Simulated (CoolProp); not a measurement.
Saturated liquid density (kg/m³) of o-xylene: the reference equation beside estimates from Tc = 630.3 K, pc = 37.37 bar, ω = 0.312.

The numbers come from the reference Helmholtz-energy equation of state, Zhou 2012 in CoolProp.

```csv
T (K),reference,van der Waals,Soave-Redlich-Kwong
392.9,792.8,459.2,…
416.3,770.7,446.5,…
439.7,…,433.1,659.8
463.1,722.8,418.6,…
486.5,696.5,403.0,607.9
509.9,667.8,385.9,577.1
533.2,636.0,…,…
556.6,…,…,501.4
580,554.0,320.2,452.4
```

Q: Complete the blanks.

A: 
- 392.9, Soave-Redlich-Kwong: 702.1
- 416.3, Soave-Redlich-Kwong: 682.0
- 439.7, reference: 747.4
- 463.1, Soave-Redlich-Kwong: 635.3
- 533.2, van der Waals: 367.1
- 533.2, Soave-Redlich-Kwong: 542.2
- 556.6, reference: 599.2
- 556.6, van der Waals: 345.6

Absolute difference from the reference over all 9 rows, mean and median: van der Waals 42.2 and 42.1 %, Soave-Redlich-Kwong 13.6 and 12.7 %.
